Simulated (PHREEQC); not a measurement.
Dissolve 0.0095 mol KH2PO4 and 0.17 mol NaF per kg of water at 25 °C. Closed to the air; pH follows from the charge balance.

Model: ion-association model, phreeqc.dat, run in PHREEQC.

No solid was allowed to form.

Problem. Estimate the pH, density.

Solution. pH 5.63; density 1.005 g/cm³.

Problem. In which forms is F present?

Solution. F- 95 %, NaF 4.6 % of the F.

Complexes and solids missing from the database can't appear.
